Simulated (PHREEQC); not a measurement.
# Spent oxide etchant: an equilibrium model

Solution (20 °C): 67 mmol/kgw HF and 0.1 mmol/kgw (NH4)2SiF6. Closed to the air; pH follows from the charge balance.

The numbers come from PHREEQC with the ion-association model, phreeqc.dat.

| Item | Result |
|---|---|
| pH | 2.14 |
| ionic strength | 0.00812 mol/kgw |
| total alkalinity | -67.4 meq/kg |

```
species  molality  activity   log γ
-------  --------  --------  ------
HF         0.0578    0.0579   0.001
H+        0.00782   0.00720  -0.036
F-        0.00645   0.00586  -0.041
HF2-      0.00137   0.00125  -0.041
NH4+     0.000200  0.000181  -0.042
SiF6-2   0.000100   6.94e-5  -0.159
```

No solid was allowed to form. Species that the database lacks are ignored. SiF6-2 is the database's only silicon fluoride.
